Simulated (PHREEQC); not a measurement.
# Arsenic or selenium liquor

Dissolve 0.016 mol H3AsO4, 0.00013 mol H2SO4 and 0.0013 mol FeCl3 per kg of water at 75 °C. Closed to the air; pH follows from the charge balance.

All values are PHREEQC results (ion-association model, wateq4f.dat), not measurements.

Precipitation was switched off in this run.

### Question
Predict the pH.

### Answer
pH 2.18.

### Question
In which forms is As present?

### Answer
H3AsO4 64 %, H2AsO4- 36 % of the As.

The solution is supersaturated, for example in Hematite (slow to form), Goethite (slow to form), so a real one may precipitate; this is no full list. Complexes and solids missing from the database can't appear. The database's scorodite may be far more soluble than the real mineral, and it has no iron arsenate complexes; the constant wasn't checked at its source. Constants without temperature data keep their 25 °C values here.
